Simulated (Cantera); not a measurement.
A closed system holds: 1 mol Si, 21 mol HCl, 59 mol N2, 7.6 mol F2, held at 773.15 K and 2900 Pa.

Method: chemical equilibrium by Gibbs-energy minimisation in Cantera with the NASA 1993 tables (ideal gas, pure condensed phases). Candidate condensed phases: NH4Cl, Si, Si3N4; 49 gas species. Rates play no part.

Base state: N2 0.681, HF 0.129, HCl 0.113, Cl2 0.0647, SiF4 0.0115 (mole fractions); condensed: gas only.

### Question
What changes in the equilibrium state with this change: F2 from 7.6 to 2.8 mol?

### Answer
```tsv
species	before	after
N2	0.681	0.721
HCl	0.113	0.237
HF	0.129	0.0196
Cl2	0.0647	0.00978
SiF4	0.0115	0.0122
```
